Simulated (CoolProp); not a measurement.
Vapour-liquid equilibrium of isobutene (1) + n-octane (2) at 346.4 K; x and y are mole fractions of (1).

Computed with CoolProp (multi-fluid Helmholtz-energy mixture model, Lemmon 2005 and Beckmüller 2019; pair parameters Bell 2016).

```csv
x,bubble pressure (MPa),y at the bubble point,dew pressure at overall composition x (MPa),liquid density (mol/L)
0.05,0.06387,0.723,0.01900,5.896
0.2,0.1988,0.918,0.02254,6.320
0.35,___,0.957,0.02769,6.791
0.5,___,0.975,0.03587,7.313
0.65,0.6425,0.985,___,7.886
0.8,0.8110,___,0.08721,8.497
0.95,___,___,___,___
```

Question: Fill in the missing entries.

Answer: 
- 0.35, bubble pressure (MPa): 0.3373
- 0.5, bubble pressure (MPa): 0.4847
- 0.65, dew pressure at overall composition x (MPa): 0.05085
- 0.8, y at the bubble point: 0.992
- 0.95, bubble pressure (MPa): 0.9926
- 0.95, y at the bubble point: 0.998
- 0.95, dew pressure at overall composition x (MPa): 0.2988
- 0.95, liquid density (mol/L): 9.100

No azeotrope shows between x = 0.05 and 0.95.

Pair parameters are fitted to limited data, so mixtures are less certain than the pure fluids.
